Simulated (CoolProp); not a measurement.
R236FA at 239.56 K and 0.0175 MPa is compressed adiabatically to 0.102 MPa with isentropic efficiency 0.75. Each further row changes one setting.

Values from CoolProp's reference Helmholtz-energy equation of state, Pan 2012.

| case | work (kJ/kg) | final temperature (K) | final density (kg/m³) |
|---|---|---|---|
| as stated | (withheld) | (withheld) | (withheld) |
| efficiency 1 | (withheld) | (withheld) | (withheld) |
| efficiency 0.65 | 37.1 | (withheld) | 6.67 |

### Question
Some entries are withheld; supply them.

### Answer

- as stated, work (kJ/kg): 32.1
- as stated, final temperature (K): 284.0
- as stated, final density (kg/m³): 6.84
- efficiency 1, work (kJ/kg): 24.1
- efficiency 1, final temperature (K): 274.1
- efficiency 1, final density (kg/m³): 7.13
- efficiency 0.65, final temperature (K): 290.0
